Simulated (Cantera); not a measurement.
Input (Python, Cantera):

```python
import numpy as np
import cantera as ct

gas = ct.Solution("gri30.yaml")
gas.TPX = 1225, 56000, {'CO': 1, 'H2': 0.37, 'O2': 1.27, 'N2': 7.1}
reactor = ct.IdealGasReactor(gas, energy="on", clone=False)
net = ct.ReactorNet([reactor])
net.rtol, net.atol = 1e-08, 1e-16
show = ['CO', 'H2', 'O2', 'O', 'CO2', 'N2O']
times = np.geomspace(7e-06, 0.2, 16)

steps = ct.SolutionArray(gas, extra=["t"])
rows = []
print(f"{'t/s':>10s}{'T/K':>9s}{'P/Pa':>11s}" + "".join(f"{s:>11s}" for s in show))
for t in times:
    while net.time < t:
        t_next = net.step()
        steps.append(gas.state, t=t_next)
    rows.append([np.interp(t, steps.t, y) for y in (steps.T, steps.P, *steps(*show).X.T)])
    print(f"{t:10.3e}{rows[-1][0]:9.1f}{rows[-1][1]:11.4g}" + "".join(f"{x:11.3e}" for x in rows[-1][2:]))
rate = np.gradient(steps.T, steps.t)
print("integrator steps:", len(steps.t))
if steps.T.max() > steps.T[0] + 200:
    print(f"time of steepest temperature rise: {steps.t[rate.argmax()]:.4e} s")
gas.TPX = 1225, 56000, {'CO': 1, 'H2': 0.37, 'O2': 1.27, 'N2': 7.1}
gas.equilibrate("UV")
print(f"equilibrium (UV): T = {gas.T:.1f} K  " + "  ".join(f"{s} {gas[s].X[0]:.3e}" for s in show))
```

Output:

```
       t/s      T/K       P/Pa         CO         H2         O2          O        CO2        N2O
 7.000e-06   1225.0    5.6e+04  1.027e-01  3.799e-02  1.304e-01  3.814e-09  4.418e-09  1.801e-15
 1.387e-05   1225.0    5.6e+04  1.027e-01  3.799e-02  1.304e-01  1.022e-08  1.124e-08  7.846e-15
 2.749e-05   1225.0    5.6e+04  1.027e-01  3.799e-02  1.304e-01  5.254e-08  4.652e-08  5.404e-14
 5.449e-05   1225.0    5.6e+04  1.027e-01  3.798e-02  1.304e-01  1.114e-06  8.257e-07  1.260e-12
 1.080e-04   1227.5  5.611e+04  1.024e-01  3.650e-02  1.294e-01  4.250e-04  3.294e-04  4.968e-10
 2.140e-04   1602.3  7.196e+04  6.052e-02  2.868e-03  8.482e-02  2.059e-02  4.399e-02  1.847e-07
 4.241e-04   2028.5  8.893e+04  3.132e-02  2.522e-03  7.211e-02  1.404e-02  7.574e-02  2.963e-07
 8.405e-04   2249.6  9.731e+04  2.040e-02  1.406e-03  6.960e-02  6.792e-03  8.810e-02  4.402e-07
 1.666e-03   2370.4  1.018e+05  1.240e-02  7.864e-04  6.729e-02  3.489e-03  9.689e-02  5.330e-07
 3.301e-03   2411.7  1.033e+05  9.279e-03  5.783e-04  6.612e-02  2.481e-03  1.003e-01  5.405e-07
 6.542e-03   2413.5  1.033e+05  8.942e-03  5.576e-04  6.554e-02  2.367e-03  1.007e-01  5.393e-07
 1.297e-02   2410.3  1.032e+05  8.846e-03  5.526e-04  6.469e-02  2.312e-03  1.008e-01  5.411e-07
 2.569e-02   2405.7   1.03e+05  8.711e-03  5.456e-04  6.347e-02  2.235e-03  1.009e-01  5.481e-07
 5.092e-02   2400.9  1.028e+05  8.575e-03  5.385e-04  6.222e-02  2.158e-03  1.011e-01  5.603e-07
 1.009e-01   2398.2  1.026e+05  8.500e-03  5.347e-04  6.153e-02  2.116e-03  1.012e-01  5.689e-07
 2.000e-01   2397.8  1.026e+05  8.487e-03  5.340e-04  6.141e-02  2.109e-03  1.012e-01  5.706e-07
integrator steps: 1337
time of steepest temperature rise: 1.5275e-04 s
equilibrium (UV): T = 2397.7 K  CO 8.487e-03  H2 5.340e-04  O2 6.140e-02  O 2.108e-03  CO2 1.012e-01  N2O 5.707e-07
```

Computed with Cantera and GRI-Mech 3.0 (53 species, 325 reactions).
